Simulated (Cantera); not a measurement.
**Chemical vapour transport: Fe₃O₄ + HCl**

Feed: 1 mol Fe₃O₄, 0.014 mol HCl, at 1700 K.

Cantera equilibrium calculation (NASA polynomials, part measured and part estimated; ideal gas, pure solids and liquids). Candidate condensed phases: Fe, FeCl₂, FeCl₃, FeO, Fe(OH)₂, Fe(OH)₃, Fe₂O₃, Fe₃O₄, H₂O; 22 gas species. The numbers say what is thermodynamically allowed, not how fast it happens.

From 0.0100 bar to 10.0 bar the condensed part is Fe₃O₄(s). The main Fe-bearing gas is FeCl₂ throughout.

```
P (Pa)   x HCl  x H₂O  x FeCl₂   x FeCl₃     x Cl    x O₂     x Cl₂  x Fe₂Cl₄  n Fe₃O₄(s)
-------  -----  -----  -------  --------  -------  ------  --------  --------  ----------
1000     0.482  0.236    0.219  0.000447   0.0328  0.0280  0.000292   5.12e-6       0.999
3200     0.508  0.225    0.210   0.00110   0.0264  0.0279  0.000605   1.50e-5       0.999
10000    0.532  0.215    0.200   0.00263   0.0211  0.0271   0.00121   4.26e-5       0.999
32000    0.554  0.208    0.188   0.00616   0.0165  0.0254   0.00236  0.000120       0.999
100000   0.571  0.203    0.172    0.0134   0.0125  0.0223   0.00425  0.000316       0.999
320000   0.582  0.205    0.152    0.0270  0.00893  0.0175   0.00691  0.000785       0.999
1000000  0.581  0.215    0.128    0.0471  0.00592  0.0117   0.00950   0.00174       0.999
```
x: gas mole fraction; n: condensed amount in mol.
